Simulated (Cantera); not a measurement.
What does this Cantera script print?

```python
import numpy as np
import cantera as ct

gas = ct.Solution("gri30.yaml")
gas.TPX = 1575, 160, {'C2H4': 1, 'H2': 3.9}
reactor = ct.IdealGasConstPressureReactor(gas, energy="off", clone=False)
net = ct.ReactorNet([reactor])
net.rtol, net.atol = 1e-08, 1e-18
show = ['C2H4', 'H2', 'C2H', 'C2H6', 'CH4', 'CH3', 'C2H2']
times = np.geomspace(1e-05, 200, 12)

steps = ct.SolutionArray(gas, extra=["t"])
rows = []
print(f"{'t/s':>10s}{'T/K':>9s}{'P/Pa':>11s}" + "".join(f"{s:>11s}" for s in show))
for t in times:
    while net.time < t:
        t_next = net.step()
        steps.append(gas.state, t=t_next)
    rows.append([np.interp(t, steps.t, y) for y in (steps.T, steps.P, *steps(*show).X.T)])
    print(f"{t:10.3e}{rows[-1][0]:9.1f}{rows[-1][1]:11.4g}" + "".join(f"{x:11.3e}" for x in rows[-1][2:]))
rate = np.gradient(steps.T, steps.t)
print("integrator steps:", len(steps.t))
if steps.T.max() > steps.T[0] + 200:
    print(f"time of steepest temperature rise: {steps.t[rate.argmax()]:.4e} s")
gas.TPX = 1575, 160, {'C2H4': 1, 'H2': 3.9}
gas.equilibrate("TP")
print(f"equilibrium (TP): T = {gas.T:.1f} K  " + "  ".join(f"{s} {gas[s].X[0]:.3e}" for s in show))
```

Result:

```
       t/s      T/K       P/Pa       C2H4         H2        C2H       C2H6        CH4        CH3       C2H2
 1.000e-05   1575.0        160  2.041e-01  7.959e-01  4.020e-18  2.070e-13  8.449e-17  3.204e-16  1.538e-06
 4.610e-05   1575.0        160  2.041e-01  7.959e-01  8.440e-17  4.179e-12  2.020e-15  1.154e-14  7.090e-06
 2.125e-04   1575.0        160  2.040e-01  7.959e-01  1.841e-15  7.212e-11  9.407e-14  5.932e-13  3.269e-05
 9.799e-04   1575.0        160  2.039e-01  7.959e-01  4.023e-14  7.526e-10  1.145e-11  2.182e-11  1.507e-04
 4.518e-03   1575.0        160  2.032e-01  7.961e-01  8.665e-13  4.110e-09  7.368e-10  2.392e-10  6.955e-04
 2.083e-02   1575.0        160  2.002e-01  7.966e-01  1.866e-11  1.549e-08  1.861e-08  1.071e-09  3.219e-03
 9.602e-02   1575.0        160  1.860e-01  7.990e-01  3.894e-10  3.824e-08  2.824e-07  3.092e-09  1.504e-02
 4.427e-01   1575.0        160  1.257e-01  8.092e-01  4.384e-09  5.270e-08  2.722e-06  5.942e-09  6.508e-02
 2.041e+00   1575.0        160  1.570e-02  8.278e-01  2.663e-08  1.346e-08  9.469e-06  1.259e-08  1.564e-01
 9.410e+00   1575.0        160  3.273e-05  8.299e-01  4.057e-07  9.635e-11  1.135e-05  1.886e-07  1.694e-01
 4.338e+01   1575.0        160  3.102e-05  8.296e-01  5.692e-07  8.976e-11  1.685e-05  3.929e-07  1.694e-01
 2.000e+02   1575.0        160  3.102e-05  8.296e-01  5.692e-07  9.464e-11  4.322e-05  1.008e-06  1.694e-01
integrator steps: 959
equilibrium (TP): T = 1575.0 K  C2H4 3.101e-05  H2 8.295e-01  C2H 5.690e-07  C2H6 2.062e-10  CH4 1.951e-04  CH3 4.547e-06  C2H2 1.693e-01
```

Model: GRI-Mech 3.0 (53 species, 325 reactions), integrated in Cantera. GRI-Mech 3.0 was tuned for natural gas; its chemistry of ethylene as a main component is partial and can be far from experiment. GRI-Mech 3.0 stops at C3 and has no aromatics, soot or wall deposition, so with more carbon than oxygen in the feed, carbon stays in small species such as C2H2 where larger ones or solid carbon would form. Radical loss at walls, strong at low pressure, is not modelled.
